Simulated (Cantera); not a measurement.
An isothermal, constant-pressure homogeneous reactor starts with 1.61 % C2H6, 98.4 % N2, at 2000 K and 101000 Pa.

Computed with Cantera and GRI-Mech 3.0 (53 species, 325 reactions). GRI-Mech 3.0 stops at C3 and has no aromatics, soot or wall deposition, so with more carbon than oxygen in the feed, carbon stays in small species such as C2H2 where larger ones or solid carbon would form.

### Question
Predict: x(C2H2) at 30.0 s; x(C2H) at 30.0 s; x(H2) at 30.0 s; x(CH4) at 30.0 s; x(HCN) at 30.0 s; x(CH3) at 30.0 s.

### Answer
```json
{
  "x(C2H2) at 30.0 s": "0.0149 (gas-phase equilibrium 0.00174)",
  "x(C2H) at 30.0 s": "2.58e-6 (gas-phase equilibrium 3.00e-7)",
  "x(H2) at 30.0 s": "0.0311 (gas-phase equilibrium 0.0311)",
  "x(CH4) at 30.0 s": "7.68e-6 (gas-phase equilibrium 3.53e-6)",
  "x(HCN) at 30.0 s": "0.00133 (gas-phase equilibrium 0.0278)",
  "x(CH3) at 30.0 s": "1.40e-6 (gas-phase equilibrium 6.42e-7)"
}
```
